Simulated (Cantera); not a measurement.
Input: 1 mol Si, 1 mol HCl, 6.2 mol H2, equilibrated at 0.490 bar.

Cantera equilibrium calculation (NASA polynomials, part measured and part estimated; ideal gas, pure solids and liquids). Candidate condensed phases: Si; 19 gas species. The tables' values for SiCl3, SiCl are old estimates; treat these amounts as uncertain. Gases not in the tables: Si2H6 and higher silanes. Rates play no part. All values below are at 1675 K.

Base state: H2 0.891, HCl 0.0805, SiCl2 0.0262, SiCl3 0.00143, SiHCl3 0.000323, SiCl4 0.000162, H 0.000157, SiH2Cl2 0.000111 (mole fractions); condensed: Si(s).

What changes in the equilibrium state with this change: HCl from 1 to 1.3 mol?


```json
[
 {"species": "H2", "before": "0.891", "after": "0.868"},
 {"species": "HCl", "before": "0.0805", "after": "0.0926"},
 {"species": "SiCl2", "before": "0.0262", "after": "0.0356"},
 {"species": "SiCl4", "before": "0.000162", "after": "0.000298"},
 {"species": "SiCl3", "before": "0.00143", "after": "0.00226"},
 {"species": "Si(s), mol", "before": "0.797", "after": "0.709"}
]
```

What changes in the equilibrium state with this change: HCl from 1 to 2.1 mol?


```tsv
species	before	after
H2	0.891	0.819
HCl	0.0805	0.115
SiCl2	0.0262	0.0587
SiCl4	0.000162	0.000811
SiCl3	0.00143	0.00479
SiHCl3	0.000323	0.00104
Si(s), mol	0.797	0.458
```
